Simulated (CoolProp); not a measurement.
Vapour-liquid equilibrium of R125 (1) + fluoroethane (R161) (2) at 3.38 kPa; x and y are mole fractions of (1).

Model: multi-fluid Helmholtz-energy mixture model, Lemmon 2005 and Wu 2012; pair parameters Bell 2016, in CoolProp.

| x | bubble temperature, mixture model (°C) | bubble temperature, Raoult's law (°C) | y, mixture model | y, Raoult's law |
|---|---|---|---|---|
| 0.05 | -92.3 | -92.5 | 0.077 | 0.088 |
| 0.125 | -93.0 | -93.2 | 0.199 | 0.207 |
| 0.2 | -93.7 | -93.8 | 0.321 | 0.315 |
| 0.275 | -94.5 | -94.4 | 0.433 | 0.411 |
| 0.35 | -95.2 | -95.0 | 0.531 | 0.498 |
| 0.425 | -95.9 | -95.6 | 0.614 | 0.577 |
| 0.5 | -96.6 | -96.1 | 0.683 | 0.649 |
| 0.575 | -97.2 | -96.6 | 0.741 | 0.714 |
| 0.65 | -97.6 | -97.0 | 0.790 | 0.774 |
| 0.725 | -98.0 | -97.5 | 0.834 | 0.830 |
| 0.8 | -98.4 | -97.9 | 0.875 | 0.881 |
| 0.875 | -98.7 | -98.4 | 0.916 | 0.928 |
| 0.95 | -98.9 | -98.8 | 0.963 | 0.972 |

The largest gap from Raoult's law is -0.6 K in bubble temperature, at x = 0.65. No azeotrope shows between x = 0.05 and 0.95.

The pair parameters rest on a limited set of measurements; away from them the model extrapolates. The gap from Raoult's law changes sign with composition, which may be real or a fault of the pair parameters; it wasn't checked against measurements.
